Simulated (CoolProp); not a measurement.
Vapour-liquid equilibrium of dimethyl ether (1) + R236EA (2) at 0.322 MPa; x and y are mole fractions of (1).

The numbers come from the multi-fluid Helmholtz-energy mixture model, Wu 2011 and Rui 2013; pair parameters Bell 2016 in CoolProp.

```csv
x,"bubble temperature, mixture model (K)","bubble temperature, Raoult's law (K)","y, mixture model","y, Raoult's law"
0.05,311.4,309.1,0.057,0.124
0.15,310.7,304.4,0.181,0.328
0.25,309.3,300.2,0.320,0.486
0.35,307.2,296.4,0.470,0.609
0.45,304.1,292.9,0.620,0.708
0.55,299.9,289.8,0.756,0.787
0.65,294.8,287.0,0.862,0.851
0.75,289.5,284.4,0.933,0.904
0.85,284.5,281.9,0.974,0.948
0.95,280.3,279.7,0.995,0.984
```

The largest gap from Raoult's law is +11.2 K in bubble temperature, at x = 0.45. No azeotrope shows between x = 0.05 and 0.95.

The pair parameters rest on a limited set of measurements; away from them the model extrapolates.
